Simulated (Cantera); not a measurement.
# Thermodynamics of nitride etching, feed BN + F₂ + H₂

Feed: 1 mol BN, 6 mol F₂, 0.98 mol H₂, held at 675 °C and 1330 Pa.

Cantera equilibrium calculation (NASA polynomials, part measured and part estimated; ideal gas, pure solids and liquids). Candidate condensed phases: B, BN; 31 gas species. Kinetics and transport are ignored.

x(F₂): 0.300
x(F): 0.271
x(HF): 0.243
x(BF₃): 0.124
x(N₂): 0.0617
x(NF₃): 0.000521
gas amount: 8.067 mol
log10 activity of B(s) (absent): -58.68
